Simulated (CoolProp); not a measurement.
Model: reference Helmholtz-energy equation of state, Leachman 2009, in CoolProp.

For normal hydrogen, give the phase and the cp (kJ/(kg K)), Joule-Thomson coefficient (K/MPa), conductivity (mW/(m K)), Prandtl number at -224.75 °C and 80.9 kPa; -106.05 °C and 80.9 kPa; -58.55 °C and 80.9 kPa.


- -224.75 °C and 80.9 kPa: gas; cp 10.5, Joule-Thomson coefficient 5.02, conductivity 36.6, Prandtl number 0.668
- -106.05 °C and 80.9 kPa: gas; cp 13.0, Joule-Thomson coefficient 0.215, conductivity 112, Prandtl number 0.688
- -58.55 °C and 80.9 kPa: gas; cp 13.7, Joule-Thomson coefficient -0.0646, conductivity 142, Prandtl number 0.687

Viscosity comes from a separate model (Muzny 2013). Thermal conductivity comes from a separate model (Assael 2011).
